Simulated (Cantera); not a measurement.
**Calcination and drying: CaCO3 + C + CO2**

Charge: 1 mol CaCO3, 0.23 mol C, 0.25 mol CO2, held at 1250 °C and 12.0 Torr.

Cantera equilibrium calculation (NASA polynomials, part measured and part estimated; ideal gas, pure solids and liquids). Candidate condensed phases: C, Ca, CaCO3, CaO; 15 gas species. Rates play no part.

x(CO2): 0.689
x(CO): 0.311
n(CaO(s)): 1.00 mol
gas amount: 1.480 mol
log10 activity of C(graphite) (absent): -5.91
log10 activity of Ca(l) (absent): -11.40
